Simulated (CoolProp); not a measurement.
Saturation properties of nitrogen.

Computed with CoolProp (reference Helmholtz-energy equation of state, Span 2000).

| T (°C) | p (bar) | liquid density (kg/m³) | vapour Z |
|---|---|---|---|
| -187.35 | 2.470 | 766.2 | 0.9192 |
| -183.35 | 3.543 | 746.1 | 0.8961 |
| -179.25 | 4.963 | 724.3 | 0.8687 |
| -175.25 | 6.708 | 701.8 | 0.8381 |
| -171.25 | 8.857 | 677.7 | 0.8034 |
| -167.25 | 11.46 | 651.4 | 0.7638 |
| -163.15 | 14.66 | 621.5 | 0.7174 |
| -159.15 | 18.35 | 588.0 | 0.6648 |
| -155.15 | 22.68 | 547.7 | 0.6014 |
| -151.15 | 27.73 | 494.0 | 0.5187 |

It boils at -195.8 °C under 1 atm.
